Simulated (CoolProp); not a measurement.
The fluid at 298.15 K and 0.00806 MPa is compressed adiabatically to 0.0519 MPa with isentropic efficiency 0.8. The same conditions are run with several fluids, on thermodynamics alone (safety and materials aside).

Values from CoolProp's reference Helmholtz-energy equation of state of each fluid (R113: Marx 1992; tetrahydrofuran: Fiedler 2023; R134a: Tillner-Roth 1994; R407C: Lemmon 2003). Blends and air are pseudo-pure fits.

| fluid | work (kJ/kg) | final temperature (K) | final density (kg/m³) |
|---|---|---|---|
| R113 | 32.5 | 347.3 | 3.42 |
| tetrahydrofuran | 87.5 | 371.2 | 1.23 |
| R134a | 61.6 | 367.6 | 1.74 |
| R407C | 74.3 | 382.2 | 1.41 |
